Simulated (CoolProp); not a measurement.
R123 along the isobar 3.92 bar: density (kg/m³) from the reference equation and from simpler models built on Tc = 456.8 K, pc = 36.62 bar, ω = 0.282; each cubic takes its own stable root.

Values from CoolProp's reference Helmholtz-energy equation of state, Younglove 1994. It is a modified Benedict-Webb-Rubin equation, recast in Helmholtz form.

```csv
T (K),phase,reference
288.7,liquid,1489
309.8,liquid,1434
331,liquid,1377
352.1,gas,22.76
373.2,gas,21.00
394.4,gas,19.55
415.5,gas,18.33
436.6,gas,17.29
457.7,gas,16.37
478.9,gas,15.55
500,gas,14.82
```

Question: How far does each simpler model (van der Waals, Soave-Redlich-Kwong, Peng-Robinson) lie from the reference over these 11 states: mean and median of the absolute difference, and the worst?

Answer: 
- van der Waals: mean 27.8 %, median 1.9 %, worst -98.3 % at 331 K and 3.92 bar
- Soave-Redlich-Kwong: mean 2.7 %, median 0.4 %, worst -9.6 % at 331 K and 3.92 bar
- Peng-Robinson: mean 1.0 %, median 0.4 %, worst +2.8 % at 309.8 K and 3.92 bar

At some of these states van der Waals gives the other phase, because its saturation line lies elsewhere.
